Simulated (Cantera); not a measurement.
Charge: 1 mol Cu₂O, 0.99 mol CO, 1.5 mol N₂, equilibrated at 2500 K and 10.0 Torr.

Equilibrium computed with Cantera from the NASA thermochemical tables; the gas is ideal and each condensed phase is pure. Candidate condensed phases: C, Cu, CuO, Cu₂O; 27 gas species. The numbers say what is thermodynamically allowed, not how fast it happens.

Base state: Cu 0.411, N₂ 0.306, CO 0.122, CO₂ 0.0815, O₂ 0.0452, O 0.0267, NO 0.00664, CuO 0.000727 (mole fractions); condensed: gas only.

Q: What changes in the equilibrium state with this change: pressure from 10.0 Torr to 750 Torr?

A: 
| species | before | after |
|---|---|---|
| N₂ | 0.306 | 0.474 |
| CO₂ | 0.0815 | 0.256 |
| Cu | 0.411 | 0.172 |
| O | 0.0267 | 0.00232 |
| CO | 0.122 | 0.0588 |
| O₂ | 0.0452 | 0.0257 |
| Cu₂ | 0.000202 | 0.00266 |
| CuO | 0.000727 | 0.00199 |
| NO | 0.00664 | 0.00624 |
| Cu(l), mol | 0 | 1.44 |
